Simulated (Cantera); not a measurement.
A closed system holds: 1 mol SiH2Cl2, 70 mol H2, at 1248.15 K and 190000 Pa.

Cantera equilibrium calculation (NASA polynomials, part measured and part estimated; ideal gas, pure solids and liquids). Candidate condensed phases: Si; 19 gas species. The tables' values for SiCl3 are old estimates; treat these amounts as uncertain. Equilibrium is a limit: real reactors are often held back by kinetics, nucleation or transport.

Base state: H2 0.980, HCl 0.0163, SiHCl3 0.00170, SiCl4 0.000804, SiCl2 0.000685, SiH2Cl2 0.000488, SiCl3 0.000276, SiH3Cl 3.88e-5 (mole fractions); condensed: Si(s).

### Question
What changes in the equilibrium state with this change: H2 from 70 to 7.5 mol?

### Answer
```json
[
 {"species": "H2", "before": "0.980", "after": "0.908"},
 {"species": "HCl", "before": "0.0163", "after": "0.0369"},
 {"species": "SiCl4", "before": "0.000804", "after": "0.0244"},
 {"species": "SiHCl3", "before": "0.00170", "after": "0.0211"},
 {"species": "SiCl3", "before": "0.000276", "after": "0.00357"},
 {"species": "SiCl2", "before": "0.000685", "after": "0.00377"},
 {"species": "Si(s), mol", "before": "0.714", "after": "0.499"}
]
```
